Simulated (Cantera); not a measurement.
What does this Cantera script print?

```python
import numpy as np
import cantera as ct

gas_names = """
    B BH BH2 BH3 BN BO BO2 B2 B2O B2O2 B2O3 B3O3H3 H HBO HBO2 HNO HNO2 HNO3 HO2 H2 H2O H2O2 H3B3O6 N NH
    NH2 NH3 NH2OH NO NO2 NO3 N2 N2H2 N2H4 N2O O OH O2 O3
""".split()
cond_names = """
    B(b) B(L) BN(s) B2O3(L) B3O3H3(cr) H2O(s) H2O(L)
""".split()


# ... load() reads the species with a 1 bar reference pressure and builds the phases ...
atoms = {
    'BN': {'B': 1, 'N': 1},
    'H2O': {'H': 2, 'O': 1},
}
top_T = {'BN(s)': 3200}  # K; cautious upper limits of use, not melting points


# ... equilibrate(T, P, feed) seeds the gas with the atoms and calls Mixture.equilibrate('TP', solver="vcs", rtol=1e-11, max_steps=5000) ...
results = []
feed = {'BN': 1, 'H2O': 3}  # mol
P = 133.322  # Pa
for T in [823, 923, 1023, 1123, 1223, 1323, 1423]:
    mix = equilibrate(T, P, feed)
    results.append((T, P, feed, dict(zip(mix.species_names, mix.species_moles))))
    x = sorted(zip(gas.X, gas.species_names), reverse=True)
    print(f"T = {T:g} K  P = {P:g} Pa  gas = {mix.phase_moles(0):.4g} mol")
    print("   x: " + "  ".join(f"{s} {v:.3e}" for v, s in x if v > 0.0001))
    print("   condensed (mol): " + ("  ".join(f"{mix.phase(i).name} {mix.phase_moles(i):.4g}"
          for i in range(1, mix.n_phases) if mix.phase_moles(i) > 1e-12) or "none"))
```

It prints:

```
T = 823 K  P = 133.322 Pa  gas = 3.499 mol
   x: H2 4.287e-01  H2O 4.275e-01  N2 1.429e-01  H3B3O6 8.080e-04
   condensed (mol): B2O3(L) 0.4958
T = 923 K  P = 133.322 Pa  gas = 3.499 mol
   x: H2 4.286e-01  H2O 4.280e-01  N2 1.429e-01  H3B3O6 4.314e-04
   condensed (mol): B2O3(L) 0.4976
T = 1023 K  P = 133.322 Pa  gas = 3.501 mol
   x: H2 4.285e-01  H2O 4.277e-01  N2 1.428e-01  HBO2 7.517e-04  H3B3O6 2.539e-04
   condensed (mol): B2O3(L) 0.4974
T = 1123 K  P = 133.322 Pa  gas = 3.508 mol
   x: H2 4.276e-01  H2O 4.251e-01  N2 1.425e-01  HBO2 4.577e-03  H3B3O6 1.603e-04
   condensed (mol): B2O3(L) 0.4911
T = 1223 K  P = 133.322 Pa  gas = 3.536 mol
   x: H2 4.243e-01  H2O 4.140e-01  N2 1.414e-01  HBO2 2.020e-02  H3B3O6 1.044e-04
   condensed (mol): B2O3(L) 0.4637
T = 1323 K  P = 133.322 Pa  gas = 3.624 mol
   x: H2 4.138e-01  H2O 3.797e-01  N2 1.380e-01  HBO2 6.813e-02  B2O3 2.607e-04
   condensed (mol): B2O3(L) 0.3752
T = 1423 K  P = 133.322 Pa  gas = 3.853 mol
   x: H2 3.892e-01  H2O 3.008e-01  HBO2 1.770e-01  N2 1.298e-01  B2O3 3.078e-03  H 1.135e-04
   condensed (mol): B2O3(L) 0.1467
```

These are equilibrium values from Cantera (NASA tables, ideal gas, pure condensed phases), not measurements of a reactor. Gases not in the tables: H3BO3.
